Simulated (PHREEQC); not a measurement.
**Nickel, zinc or cadmium bath: an equilibrium model**

Solution (23 °C): 0.16 mol/kgw CdCl2 and 0.071 mol/kgw H2SO4. Closed to the air; pH follows from the charge balance.

Equilibrium calculation in PHREEQC: ion-association model, wateq4f.dat.

This is a speciation only: nothing precipitates in the calculation.

### Question
Predict the pH, activity of water.

### Answer
pH 1.11; activity of water 0.992.

### Question
In which forms is Cl present?

### Answer
Cl- 49 %, CdCl+ 30 %, CdCl2 18 %, CdCl3- 2.6 % of the Cl.
